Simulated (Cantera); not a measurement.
What does this Cantera script print?

```python
import numpy as np
import cantera as ct

gas = ct.Solution("gri30.yaml")
gas.TPX = 1950, 31000, {'NO': 1, 'N2': 3.8}
inlet = ct.Reservoir(gas, clone=True)

reactor = ct.IdealGasConstPressureReactor(gas, energy="off", clone=False)
exhaust = ct.Reservoir(gas, clone=True)
tau = [1, 0.46, 0.21, 0.094, 0.043, 0.019, 0.0087, 0.0039, 0.0018, 0.0008][0]
for a, b in ((inlet, reactor), (reactor, exhaust)):
    ct.MassFlowController(a, b, mdot=lambda t: reactor.mass / tau)
net = ct.ReactorNet([reactor])
show = ['NO', 'N2O', 'N2', 'NO2', 'O', 'O2']

rows = []
print(f"{'tau/s':>10s}{'T/K':>9s}" + "".join(f"{s:>11s}" for s in show))
for tau in [1, 0.46, 0.21, 0.094, 0.043, 0.019, 0.0087, 0.0039, 0.0018, 0.0008]:
    net.initial_time = 0.0
    net.advance(30 * tau)
    before = gas.X
    net.advance(40 * tau)
    drift = np.max(np.abs(gas.X - before) / (gas.X + 1e-9))
    rows.append([gas.T, *gas[show].X, drift])
    print(f"{tau:10.3e}{gas.T:9.1f}" + "".join(f"{x:11.3e}" for x in gas[show].X))
```

Output:

```
     tau/s      T/K         NO        N2O         N2        NO2          O         O2
 1.000e+00   1950.0  1.786e-01  1.384e-05  8.065e-01  5.279e-05  1.104e-04  1.475e-02
 4.600e-01   1950.0  1.944e-01  1.657e-05  7.986e-01  4.284e-05  8.397e-05  6.887e-03
 2.100e-01   1950.0  2.020e-01  1.797e-05  7.948e-01  3.494e-05  6.722e-05  3.073e-03
 9.400e-02   1950.0  2.055e-01  1.850e-05  7.930e-01  2.988e-05  5.742e-05  1.324e-03
 4.300e-02   1950.0  2.071e-01  1.842e-05  7.923e-01  2.679e-05  5.161e-05  5.716e-04
 1.900e-02   1950.0  2.078e-01  1.769e-05  7.919e-01  2.400e-05  4.639e-05  2.244e-04
 8.700e-03   1950.0  2.081e-01  1.613e-05  7.918e-01  2.040e-05  3.966e-05  8.088e-05
 3.900e-03   1950.0  2.082e-01  1.338e-05  7.917e-01  1.469e-05  2.905e-05  2.183e-05
 1.800e-03   1950.0  2.083e-01  9.789e-06  7.917e-01  8.076e-06  1.687e-05  4.286e-06
 8.000e-04   1950.0  2.083e-01  6.011e-06  7.917e-01  3.180e-06  7.708e-06  6.305e-07
```

Detailed kinetics in Cantera: GRI-Mech 3.0 (53 species, 325 reactions).
